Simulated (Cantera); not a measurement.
Feed: 1 mol Si3N4, 0.52 mol Cl2, 59 mol H2, at 23.0 Pa.

These are equilibrium values from Cantera (NASA tables, ideal gas, pure condensed phases), not measurements of a reactor. Candidate condensed phases: NH4Cl, Si, Si3N4; 28 gas species. Mutual solubility and eutectic melting of coexisting phases are not modelled. Equilibrium is a limit: real reactors are often held back by kinetics, nucleation or transport.

x: gas mole fraction; n: condensed amount in mol.

```tsv
T (K)	x H2	x HCl	x N2	x SiCl2	x H	n Si3N4(s)	n Si(s)
750	0.983	0.0174	1.03e-5	4.45e-10	2.07e-11	1.000	0
800	0.983	0.0174	8.41e-6	7.34e-9	1.89e-10	1.000	0
850	0.983	0.0174	7.22e-6	8.56e-8	1.34e-9	1.000	0
900	0.983	0.0174	6.73e-6	7.26e-7	7.64e-9	1.000	0
950	0.983	0.0174	7.97e-6	4.21e-6	3.64e-8	1.000	0
1000	0.983	0.0174	1.41e-5	1.55e-5	1.48e-7	1.000	0
1050	0.983	0.0174	(withheld)	(withheld)	(withheld)	0.999	0
1100	0.983	0.0173	6.71e-5	9.71e-5	1.69e-6	0.998	0
1150	0.983	0.0171	(withheld)	(withheld)	(withheld)	0.996	0
1200	0.983	0.0167	0.000268	0.000399	1.29e-5	0.992	0
1250	0.983	0.0161	0.000549	0.000666	3.16e-5	0.984	0.00919
1300	0.981	0.0160	0.00216	0.000699	7.23e-5	0.935	0.152
```

Q: Complete the blanks.

A: 
- 1050, x N2: 3.07e-5
- 1050, x SiCl2: 4.18e-5
- 1050, x H: 5.30e-7
- 1150, x N2: 0.000139
- 1150, x SiCl2: 0.000205
- 1150, x H: 4.88e-6
